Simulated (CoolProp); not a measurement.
A simple Rankine cycle with R21: condensing at 324.15 K, boiler at 1.14 MPa, turbine inlet 405.8 K, turbine efficiency 0.9, pump efficiency 0.6, no recuperator. Each further row changes one setting.

Values from CoolProp's reference Helmholtz-energy equation of state, Platzer 1990. This equation is an older, rougher fit; its heat capacities, sound speeds and derivatives of the liquid may be far off and weren't checked against measurements.

```csv
case,thermal efficiency (%),net work (kJ/kg),heat in (kJ/kg),turbine exit temperature (K),volume ratio over the turbine
as stated,?,24.8,262,?,?
turbine inlet 425.8 K,9.6,?,277,376.2,2.59
condensing temperature 316.15 K,11.2,30.2,270,?,3.22
boiler pressure 0.798 MPa,?,17.2,266,374.3,1.86
turbine efficiency 0.8,8.4,21.9,262,360.6,2.64
```

**Question.** Complete the blanks.

**Answer.** 
- as stated, thermal efficiency (%): 9.5
- as stated, turbine exit temperature (K): 356.5
- as stated, volume ratio over the turbine: 2.61
- turbine inlet 425.8 K, net work (kJ/kg): 26.6
- condensing temperature 316.15 K, turbine exit temperature (K): 346.4
- boiler pressure 0.798 MPa, thermal efficiency (%): 6.5
